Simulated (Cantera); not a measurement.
## Diamond growth

A diamond (100) surface in a fixed gas of H2 with x(CH4) = 0.011, x(CH3) = 9.3e-05, at 925 K, 0.140 bar; coverages are run to steady state.

Computed with Cantera and the Harris–Goodwin 1993 mechanism for the reconstructed diamond (100) surface.

| x(H) | growth (µm/h) | θ c6HH | θ c6H* | θ c6*H | θ c6** | θ c6HM |
|---|---|---|---|---|---|---|
| 0.0001 | 2.16 | 0.405 | 0.00690 | 0.178 | 0.00191 | 0.321 |
| 0.00022 | 3.06 | 0.498 | 0.00882 | 0.227 | 0.00309 | 0.207 |
| 0.00049 | 3.80 | 0.573 | 0.0103 | 0.266 | 0.00412 | 0.115 |
| 0.0011 | 4.27 | 0.620 | 0.0113 | 0.290 | 0.00480 | 0.0576 |
| 0.0024 | 4.51 | 0.645 | 0.0118 | 0.303 | 0.00516 | 0.0279 |
| 0.0054 | 4.64 | 0.657 | 0.0122 | 0.309 | 0.00535 | 0.0128 |
| 0.012 | 4.70 | 0.663 | 0.0125 | 0.312 | 0.00546 | 0.00581 |
| 0.027 | 4.74 | 0.665 | 0.0129 | 0.313 | 0.00554 | 0.00260 |
| 0.059 | 4.78 | 0.666 | 0.0138 | 0.313 | 0.00565 | 0.00120 |
θ: site fractions in the mechanism's names (c6HH fully hydrogenated, c6H* and c6*H radical sites, c6** diradical, c6HM methylated).
